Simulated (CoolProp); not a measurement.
Hexamethyldisiloxane (MM) at 298.15 K and 0.247 MPa is throttled through a valve to 0.171 MPa with no heat exchange. Each further row changes one setting.

Values from CoolProp's reference Helmholtz-energy equation of state, Thol 2016.

```tsv
case	temperature change (K)	final density (kg/m³)
as stated	+0.0	760
outlet pressure 0.0513 MPa	+0.1	759
outlet pressure 0.222 MPa	+0.0	760
```
